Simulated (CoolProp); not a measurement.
Vapour-liquid equilibrium of methanol (1) + dimethyl carbonate (2) at 387.3 K; x and y are mole fractions of (1).

Model: multi-fluid Helmholtz-energy mixture model, de Reuck 1993 and Zhou 2011; pair parameters Bell 2016, in CoolProp.

```csv
x,bubble pressure (bar),y at the bubble point,dew pressure at overall composition x (bar),liquid density (mol/L)
0.05,2.527,0.207,2.157,10.69
0.2,3.566,0.494,2.508,11.58
0.35,4.258,0.625,2.970,12.66
0.5,4.728,0.708,3.593,13.98
0.65,5.062,0.776,4.401,15.65
0.8,5.301,0.849,5.156,17.78
0.95,5.427,0.952,5.426,20.56
```

No azeotrope shows between x = 0.05 and 0.95.

The pair parameters rest on a limited set of measurements; away from them the model extrapolates.
